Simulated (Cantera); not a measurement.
A Cantera script and its output.

```python
import numpy as np
import cantera as ct

gas = ct.Solution("gri30.yaml")
gas.TPX = 473, 520000, {'CH4': 1, 'O2': 2.74, 'N2': 10.3}
inlet = ct.Reservoir(gas, clone=True)
gas.equilibrate("HP")  # start burning
reactor = ct.IdealGasConstPressureReactor(gas, energy="on", clone=False)
exhaust = ct.Reservoir(gas, clone=True)
tau = [0.054, 0.02, 0.0078, 0.0029, 0.0011, 0.00042, 0.00016, 6.1e-05, 2.3e-05, 8.7e-06][0]
for a, b in ((inlet, reactor), (reactor, exhaust)):
    ct.MassFlowController(a, b, mdot=lambda t: reactor.mass / tau)
net = ct.ReactorNet([reactor])
show = ['CH4', 'O2', 'OH', 'H2O2', 'NO', 'H', 'NO2']

rows = []
print(f"{'tau/s':>10s}{'T/K':>9s}" + "".join(f"{s:>11s}" for s in show))
for tau in [0.054, 0.02, 0.0078, 0.0029, 0.0011, 0.00042, 0.00016, 6.1e-05, 2.3e-05, 8.7e-06]:
    net.initial_time = 0.0
    net.advance(30 * tau)
    before = gas.X
    net.advance(40 * tau)
    drift = np.max(np.abs(gas.X - before) / (gas.X + 1e-9))
    rows.append([gas.T, *gas[show].X, drift])
    print(f"{tau:10.3e}{gas.T:9.1f}" + "".join(f"{x:11.3e}" for x in gas[show].X))
```

Result:

```
     tau/s      T/K        CH4         O2         OH       H2O2         NO          H        NO2
 5.400e-02   2020.7  3.829e-06  5.241e-02  1.372e-03  1.600e-07  2.033e-04  1.087e-05  4.144e-07
 2.000e-02   2018.7  9.120e-06  5.252e-02  1.513e-03  1.788e-07  1.029e-04  1.563e-05  2.298e-07
 7.800e-03   2014.5  1.917e-05  5.266e-02  1.765e-03  2.162e-07  6.376e-05  2.716e-05  1.620e-07
 2.900e-03   2005.7  3.909e-05  5.296e-02  2.189e-03  2.890e-07  4.597e-05  5.738e-05  1.326e-07
 1.100e-03   1990.3  7.641e-05  5.355e-02  2.752e-03  4.058e-07  3.667e-05  1.287e-04  1.113e-07
 4.200e-04   1963.6  1.508e-04  5.475e-02  3.387e-03  5.806e-07  2.941e-05  2.856e-04  8.601e-08
 1.600e-04   1918.0  3.196e-04  5.718e-02  3.905e-03  8.401e-07  2.213e-05  5.904e-04  5.994e-08
 6.100e-05   1832.8  8.575e-04  6.294e-02  3.693e-03  1.269e-06  1.276e-05  9.922e-04  3.466e-08
 2.300e-05    473.0  7.123e-02  1.952e-01 -6.786e-26 -1.400e-18 -3.729e-19 -1.982e-31 -1.652e-19
 8.700e-06    473.0  7.123e-02  1.952e-01 -2.627e-27 -5.415e-20 -1.442e-20 -7.692e-33 -6.387e-21
```

Computed with Cantera and GRI-Mech 3.0 (53 species, 325 reactions).
